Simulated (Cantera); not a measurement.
Input: 1 mol trisilylamine, 41 mol N2, equilibrated at 1752 °C and 6100 Pa.

Equilibrium computed with Cantera from the NASA thermochemical tables; the gas is ideal and each condensed phase is pure. Candidate condensed phases: Si, Si3N4; 18 gas species. The feed counts by its element totals alone. The tables' values for SiN are old estimates; treat these amounts as uncertain. Gases not in the tables: Si2H6 and higher silanes. Kinetics and transport are ignored.

Base state: N2 0.900, H2 0.0964, H 0.00242, Si 0.000954, Si2N 7.04e-5, SiN 5.49e-5, SiH 4.68e-5, SiH2 1.18e-5 (mole fractions); condensed: Si(l).

Q: What changes in the equilibrium state with this change: trisilylamine replaced by SiCl4?

A: 
```json
[
 {"species": "N2", "before": "0.900", "after": "0.940"},
 {"species": "Cl", "before": "0", "after": "0.0366"},
 {"species": "SiCl2", "before": "0", "after": "0.0158"},
 {"species": "H2", "before": "0.0964", "after": "0"},
 {"species": "SiCl3", "before": "0", "after": "0.00521"},
 {"species": "H", "before": "0.00242", "after": "0"},
 {"species": "SiCl4", "before": "0", "after": "0.00190"},
 {"species": "Cl2", "before": "0", "after": "0.000124"},
 {"species": "Si(l), mol", "before": "2.94", "after": "0"}
]
```
The tables' values for SiCl3 are old estimates; treat these amounts as uncertain.
